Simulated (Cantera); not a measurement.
An adiabatic, constant-pressure homogeneous reactor starts with 13.7 % CH4, 14.4 % O2, 72.0 % N2, equivalence ratio 1.9, at 1748 K and 3.50 bar.

Cantera simulation using GRI-Mech 3.0 (53 species, 325 reactions); the numbers are that mechanism's predictions, not measurements.

One state of this run: T (K) = 2644; x CH4 = 3.63e-11; x O2 = 3.47e-5; x CH2O = 1.78e-8; x HCO = 3.66e-7; x N2O = 3.15e-8; x C2H = <1e-12. x: mole fraction; the columns are a selection and need not sum to one.

Task: Which value of t (s) does it belong to?
A) 5.00e-6
B) 2.32e-5
C) 0.0500
D) 0.000108

Result: C, 0.0500
